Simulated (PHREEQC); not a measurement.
A column of 0.5 m (40 cells, dispersivity 0.025 m, 720 s a shift, diffusion coefficient 3e-10 m²/s) holds 0.0097 eq of the database's cation exchanger X per kg of pore water, first in equilibrium with 0.012 mol/kgw LiCl, 0.0022 mol/kgw CdCl2 and 1e-05 mol/kgw HCl. It is flushed with 3.9 mmol/kgw CdCl2, 3.8 mmol/kgw KCl and 0.01 mmol/kgw HCl, at 15 °C. Values are for the last cell. No CO2 enters from the air. No solid was allowed to form.

The series has 33 steps of pore volumes, from 0 to 4.013.

Equilibrium calculation in PHREEQC: ion-association model, phreeqc.dat.

Problem. After how many pore volumes does K at the outlet first reach half of its feed value?

Solution. By 1.4 pore volumes.
